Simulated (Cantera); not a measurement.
## Premixed flame

A freely propagating, adiabatic, planar premixed flame of H2 : O2 : N2 = 1 : 0.641 : 2.41 (molar parts), unburnt at 623 K and 413 Torr; mixture-averaged transport, grid criteria slope 0.08 and curve 0.16, no radiation.

Computed with Cantera and the H2/O2 subset of GRI-Mech 3.0, which has no nitrogen chemistry. Burning velocities carry a grid error of a few per cent, more on coarse grids.

```json
[
 {"z (mm)": "-3.05", "T (K)": "623", "u (m/s)": "6.43", "x H2": "0.247", "x O2": "0.158", "x HO2": "<1e-8", "x O": "<1e-8", "x OH": "<1e-8", "x H2O2": "<1e-8"},
 {"z (mm)": "-2.04", "T (K)": "623", "u (m/s)": "6.43", "x H2": "0.247", "x O2": "0.158", "x HO2": "<1e-8", "x O": "<1e-8", "x OH": "<1e-8", "x H2O2": "<1e-8"},
 {"z (mm)": "-1.53", "T (K)": "623", "u (m/s)": "6.43", "x H2": "0.247", "x O2": "0.158", "x HO2": "<1e-8", "x O": "<1e-8", "x OH": "<1e-8", "x H2O2": "<1e-8"},
 {"z (mm)": "-1.02", "T (K)": "623", "u (m/s)": "6.43", "x H2": "0.247", "x O2": "0.158", "x HO2": "5.16e-7", "x O": "<1e-8", "x OH": "<1e-8", "x H2O2": "<1e-8"},
 {"z (mm)": "-0.509", "T (K)": "633", "u (m/s)": "6.51", "x H2": "0.244", "x O2": "0.158", "x HO2": "0.000149", "x O": "7.91e-6", "x OH": "4.00e-5", "x H2O2": "1.94e-6"},
 {"z (mm)": "-0.254", "T (K)": "789", "u (m/s)": "7.97", "x H2": "0.216", "x O2": "0.155", "x HO2": "0.000122", "x O": "0.000325", "x OH": "0.000599", "x H2O2": "6.47e-6"},
 {"z (mm)": "0", "T (K)": "1186", "u (m/s)": "11.6", "x H2": "0.115", "x O2": "0.116", "x HO2": "5.75e-5", "x O": "0.00648", "x OH": "0.00372", "x H2O2": "3.72e-6"},
 {"z (mm)": "0.254", "T (K)": "1481", "u (m/s)": "14.3", "x H2": "0.0409", "x O2": "0.0656", "x HO2": "2.81e-5", "x O": "0.0151", "x OH": "0.00996", "x H2O2": "2.64e-6"},
 {"z (mm)": "0.509", "T (K)": "1624", "u (m/s)": "15.6", "x H2": "0.0298", "x O2": "0.0543", "x HO2": "1.99e-5", "x O": "0.0161", "x OH": "0.0130", "x H2O2": "1.53e-6"},
 {"z (mm)": "1.02", "T (K)": "1777", "u (m/s)": "16.9", "x H2": "0.0274", "x O2": "0.0501", "x HO2": "1.46e-5", "x O": "0.0143", "x OH": "0.0156", "x H2O2": "7.93e-7"},
 {"z (mm)": "2.04", "T (K)": "1932", "u (m/s)": "18.1", "x H2": "0.0240", "x O2": "0.0467", "x HO2": "1.03e-5", "x O": "0.0113", "x OH": "0.0173", "x H2O2": "4.27e-7"},
 {"z (mm)": "4.07", "T (K)": "2077", "u (m/s)": "19.3", "x H2": "0.0190", "x O2": "0.0437", "x HO2": "6.85e-6", "x O": "0.00805", "x OH": "0.0175", "x H2O2": "2.60e-7"},
 {"z (mm)": "8.14", "T (K)": "2200", "u (m/s)": "20.2", "x H2": "0.0132", "x O2": "0.0413", "x HO2": "4.60e-6", "x O": "0.00508", "x OH": "0.0160", "x H2O2": "1.86e-7"}
]
```
x: mole fraction of selected species; z is measured from the peak of heat release.

```json
{
 "laminar_burning_velocity": "643 cm/s",
 "thermal_thickness": "1.02 mm",
 "peak x(HO2)": "0.000174",
 "peak x(O)": "0.0162",
 "peak x(OH)": "0.0176",
 "peak x(H2O2)": "6.61e-6"
}
```
